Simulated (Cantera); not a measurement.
Cantera run, input and output.

```python
import numpy as np
import cantera as ct

gas = ct.Solution("gri30.yaml")
gas.TPX = 1398, 101325, {'CH2O': 0.0028, 'O2': 0.0092, 'N2': 1}
inlet = ct.Reservoir(gas, clone=True)

reactor = ct.IdealGasConstPressureReactor(gas, energy="off", clone=False)
exhaust = ct.Reservoir(gas, clone=True)
tau = [21, 6.4, 1.9, 0.58, 0.17, 0.052, 0.016, 0.0047, 0.0014][0]
for a, b in ((inlet, reactor), (reactor, exhaust)):
    ct.MassFlowController(a, b, mdot=lambda t: reactor.mass / tau)
net = ct.ReactorNet([reactor])
show = ['CH2O', 'O2', 'HCO', 'NO', 'N2O', 'NO2']

rows = []
print(f"{'tau/s':>10s}{'T/K':>9s}" + "".join(f"{s:>11s}" for s in show))
for tau in [21, 6.4, 1.9, 0.58, 0.17, 0.052, 0.016, 0.0047, 0.0014]:
    net.initial_time = 0.0
    net.advance(30 * tau)
    before = gas.X
    net.advance(40 * tau)
    drift = np.max(np.abs(gas.X - before) / (gas.X + 1e-9))
    rows.append([gas.T, *gas[show].X, drift])
    print(f"{tau:10.3e}{gas.T:9.1f}" + "".join(f"{x:11.3e}" for x in gas[show].X))
```

Result:

```
     tau/s      T/K       CH2O         O2        HCO         NO        N2O        NO2
 2.100e+01   1398.0  6.165e-08  6.322e-03  4.028e-11  1.477e-06  2.379e-07  8.565e-09
 6.400e+00   1398.0  1.359e-07  6.324e-03  1.321e-10  1.650e-06  4.183e-07  9.694e-09
 1.900e+00   1398.0  2.953e-07  6.328e-03  4.440e-10  1.678e-06  6.376e-07  8.620e-09
 5.800e-01   1398.0  6.062e-07  6.338e-03  1.450e-09  1.428e-06  7.640e-07  5.633e-09
 1.700e-01   1398.0  1.213e-06  6.364e-03  4.912e-09  1.017e-06  7.257e-07  2.732e-09
 5.200e-02   1398.0  2.261e-06  6.420e-03  1.584e-08  6.971e-07  5.917e-07  1.215e-09
 1.600e-02   1398.0  4.125e-06  6.532e-03  5.023e-08  5.155e-07  4.459e-07  5.860e-10
 4.700e-03   1398.0  8.145e-06  6.744e-03  1.641e-07  3.843e-07  3.138e-07  3.025e-10
 1.400e-03   1398.0  1.911e-05  7.073e-03  5.268e-07  2.066e-07  1.943e-07  1.314e-10
```

Model: GRI-Mech 3.0 (53 species, 325 reactions), integrated in Cantera.
